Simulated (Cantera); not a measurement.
Feed: 1 mol SiC, 1 mol N2O, 1.9 mol H2, equilibrated at 14.0 Pa.

Method: chemical equilibrium by Gibbs-energy minimisation in Cantera with the NASA 1993 tables (ideal gas, pure condensed phases). Candidate condensed phases: C, C6H6, C7H8, C8H18, H2O, Si, SiC, SiO2, Si2N2O, Si3N4; 151 gas species. The tables' values for SiN are old estimates; treat these amounts as uncertain. Gases not in the tables: Si2H6 and higher silanes. The numbers say what is thermodynamically allowed, not how fast it happens.

log p: log10 of the partial pressure in bar; n: condensed amount in mol.

```csv
T (°C),log p H2,log p N2,log p CO,log p SiO,log p Si,log p H,n SiC(s)
1300,-4.17,-4.45,-4.75,-4.75,-7.99,-6.47,0.500
1350,-4.17,-4.45,-4.75,-4.75,-7.50,-6.24,0.499
1400,-4.17,-4.45,-4.75,-4.75,-7.04,-6.03,0.499
1450,-4.17,-4.45,-4.75,-4.75,-6.61,-5.83,0.496
1500,-4.18,-4.45,-4.74,-4.76,-6.21,-5.64,0.491
1550,-4.19,-4.46,-4.74,-4.77,-5.83,-5.46,0.477
1600,-4.20,-4.46,-4.72,-4.81,-5.49,-5.29,0.450
1650,-4.23,-4.48,-4.70,-4.88,-5.19,-5.14,___
1700,-4.26,-4.50,-4.66,-5.00,-4.95,-5.00,___
1750,-4.31,-4.53,-4.63,-5.23,-4.77,-4.87,___
```

**Question.** Some entries are withheld; supply them.

**Answer.** 
- 1650, n SiC(s): 0.395
- 1700, n SiC(s): 0.303
- 1750, n SiC(s): 0.176
